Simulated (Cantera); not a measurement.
Feed: 1 mol HBr, 0.13 mol H2, 0.1 mol O2, equilibrated at 1175 K and 0.00133 bar.

Method: chemical equilibrium by Gibbs-energy minimisation in Cantera with the NASA 1993 tables (ideal gas, pure condensed phases). The numbers say what is thermodynamically allowed, not how fast it happens.

```
species    before     after
-------  --------  --------
HBr         0.724     0.689
H2O         0.168     0.165
Br         0.0961     0.134
Br2        0.0111  0.000859
H2       0.000148    0.0102
H         4.09e-8   1.31e-5
```
Gas species are given as mole fractions.

Q: Which change was made?
(A) temperature from 1175 K to 1325 K
(B) temperature from 1175 K to 1398.15 K
(C) H2 from 0.13 to 0.84 mol
(D) temperature from 1175 K to 1098 K

A: B, temperature from 1175 K to 1398.15 K
